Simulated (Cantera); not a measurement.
A closed system holds: 1 mol borazine, a varied amount of O2, held at 1750 °C and 44.0 mbar.

Equilibrium computed with Cantera from the NASA thermochemical tables; the gas is ideal and each condensed phase is pure. Candidate condensed phases: B, BN, B2O3, B3O3H3, H2O; 39 gas species. The feed counts by its element totals alone. Kinetics and transport are ignored.

### Question
At 7 mol O2, list the 4 most abundant gas species with their mole fractions, and the condensed phases.

### Answer
O2 0.341, HBO2 0.244, H2O 0.196, N2 0.159. Condensed: gas only.
